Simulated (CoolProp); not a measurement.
R410A at 293.15 K and 0.727 MPa flows at 0.33 m/s in a round tube of 20 mm bore and 45 µm roughness, fully developed (64/Re and Nu = 3.66 if laminar; Colebrook and Gnielinski if turbulent). Each further row changes one setting.

Model: reference Helmholtz-energy equation of state, Lemmon 2003, in CoolProp. It is a pseudo-pure fit of the blend.

```csv
case,Reynolds number,Darcy friction factor,pressure drop (Pa/m),heat-transfer coefficient (W/(m² K)),mass flow (kg/h)
as stated,12400,0.0327,2.16,30.7,9.06
velocity 0.66 m/s,24900,0.0293,7.74,57.2,18.1
diameter 40 mm,24900,0.0271,0.895,26.4,36.2
```

Viscosity comes from a separate model (Geller 2000). Thermal conductivity comes from a separate model (Geller 2001).
